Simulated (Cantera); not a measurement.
Input: 1 mol H2S, 2.7 mol O2, equilibrated at 1 atm.

These are equilibrium values from Cantera (NASA tables, ideal gas, pure condensed phases), not measurements of a reactor. Candidate condensed phases: H2O, H2SO4, S; 19 gas species. Kinetics and transport are ignored.

x: gas mole fraction; nothing condenses.

| T (K) | x O2 | x H2O | x SO2 | x SO3 | x OH |
|---|---|---|---|---|---|
| 1025 | 0.329 | 0.335 | 0.188 | 0.147 | ? |
| 1100 | 0.348 | 0.326 | 0.238 | 0.0880 | ? |
| 1175 | 0.359 | 0.321 | 0.269 | 0.0513 | ? |
| 1250 | 0.365 | 0.317 | 0.287 | 0.0305 | ? |
| 1325 | 0.369 | 0.315 | 0.297 | 0.0187 | ? |
| 1400 | 0.371 | 0.314 | 0.302 | 0.0120 | ? |
| 1475 | 0.372 | 0.314 | 0.306 | 0.00799 | ? |
| 1550 | 0.373 | 0.313 | 0.308 | 0.00553 | ? |
| 1625 | 0.374 | 0.313 | 0.309 | 0.00395 | ? |
| 1700 | 0.374 | 0.313 | 0.310 | 0.00291 | ? |
| 1775 | 0.374 | 0.312 | 0.311 | 0.00220 | ? |
| 1850 | 0.374 | 0.312 | 0.311 | 0.00170 | ? |
| 1925 | 0.373 | 0.311 | 0.311 | 0.00134 | ? |
| 2000 | 0.373 | 0.310 | 0.311 | 0.00107 | ? |

### Question
What belongs in the gaps?

### Answer

- 1025, x OH: 3.78e-7
- 1100, x OH: 1.39e-6
- 1175, x OH: 4.32e-6
- 1250, x OH: 1.17e-5
- 1325, x OH: 2.84e-5
- 1400, x OH: 6.27e-5
- 1475, x OH: 0.000128
- 1550, x OH: 0.000243
- 1625, x OH: 0.000435
- 1700, x OH: 0.000740
- 1775, x OH: 0.00120
- 1850, x OH: 0.00188
- 1925, x OH: 0.00284
- 2000, x OH: 0.00415
